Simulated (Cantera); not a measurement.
# Si + HCl + N2 (silicon etching in halogen gases)

Feed: 1 mol Si, a varied amount of HCl, 4.2 mol N2, equilibrated at 750 °C and 77.0 mbar.

Method: chemical equilibrium by Gibbs-energy minimisation in Cantera with the NASA 1993 tables (ideal gas, pure condensed phases). Candidate condensed phases: NH4Cl, Si, Si3N4; 28 gas species. N2 is the only nitrogen source here; it is nearly inert below about 1500 K, so the nitride shown seldom forms there in practice. The tables' values for SiCl3 are old estimates; treat these amounts as uncertain. Rates play no part.

From 3.2 mol HCl to 7.4 mol HCl the condensed part is Si3N4(s). From 9.5 mol HCl to 24 mol HCl nothing is condensed. The main Si-bearing gas is SiCl4 throughout.

| n(HCl) (mol) | x HCl | x N2 | x H2 | x SiCl4 | n Si3N4(s) |
|---|---|---|---|---|---|
| 3.2 | 0.257 | 0.573 | 0.114 | 0.0567 | 0.208 |
| 5.3 | 0.309 | 0.461 | 0.153 | 0.0763 | 0.113 |
| 7.4 | 0.339 | 0.393 | 0.179 | 0.0893 | 0.0157 |
| 9.5 | 0.433 | 0.331 | 0.157 | 0.0784 | 0 |
| 12 | 0.526 | 0.276 | 0.131 | 0.0656 | 0 |
| 14 | 0.582 | 0.244 | 0.116 | 0.0580 | 0 |
| 16 | 0.625 | 0.219 | 0.104 | 0.0520 | 0 |
| 18 | 0.660 | 0.198 | 0.0943 | 0.0471 | 0 |
| 20 | 0.690 | 0.181 | 0.0862 | 0.0430 | 0 |
| 22 | 0.714 | 0.167 | 0.0793 | 0.0396 | 0 |
| 24 | 0.735 | 0.154 | 0.0735 | 0.0367 | 0 |
x: gas mole fraction; n: condensed amount in mol.
